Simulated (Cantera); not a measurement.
Input: 1 mol n-butane, a varied amount of H₂, 32 mol N₂, equilibrated at 0.000290 bar.

These are equilibrium values from Cantera (NASA tables, ideal gas, pure condensed phases), not measurements of a reactor. Candidate condensed phases: C, C₆H₆, C₇H₈, C₈H₁₈; 92 gas species. Kinetics and transport are ignored.

Stable condensed phases, one row left out:

```
T in K \ n(H₂) in mol
         1.7 2.9 4.9 8.3  14  24  41  70
   2698    A   A   A   A   A   A   A   A
   2673    A   A   A   A   A   A   A   A
   2648    B   B   A   A   A   A   A   A
   2623    B   B   B   B   A   A   A   A
   2573    B   B   B   B   B   B   A   A
   2548    B   B   B   B   B   B   A   A
   2523    B   B   B   B   B   B   B   A
   2498    B   B   B   B   B   B   B   A
   2473    B   B   B   B   B   B   B   B
   2448    B   B   B   B   B   B   B   B
   2423    B   B   B   B   B   B   B   B
```

A: gas only; B: C.

Question: Give the row for 2598 K.

Answer: 1.7: C; 2.9: C; 4.9: C; 8.3: C; 14: C; 24: gas only; 41: gas only; 70: gas only.
